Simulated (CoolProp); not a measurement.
Aqueous ethanol as a coolant, 7 % by mass, freezing at -2.9 °C, 1 atm.

Computed with CoolProp (Melinder's fits for secondary coolants).

```csv
T (°C),viscosity (mPa s),density (kg/m³),conductivity (W/(m K)),Prandtl number
0.2,2.76,988.4,___,23.2
4.3,2.31,988.3,0.526,19.1
8.4,___,988.0,___,16.0
12.5,___,987.5,0.538,13.6
16.6,1.49,986.8,0.544,___
20.7,1.32,985.9,___,10.3
24.8,1.18,984.8,0.555,9.06
28.9,1.06,983.5,0.561,8.05
33,0.962,___,0.566,7.20
```

Question: What belongs in the gaps?

Answer: 
- 0.2, conductivity (W/(m K)): 0.520
- 8.4, viscosity (mPa s): 1.97
- 8.4, conductivity (W/(m K)): 0.532
- 12.5, viscosity (mPa s): 1.70
- 16.6, Prandtl number: 11.8
- 20.7, conductivity (W/(m K)): 0.550
- 33, density (kg/m³): 982.2
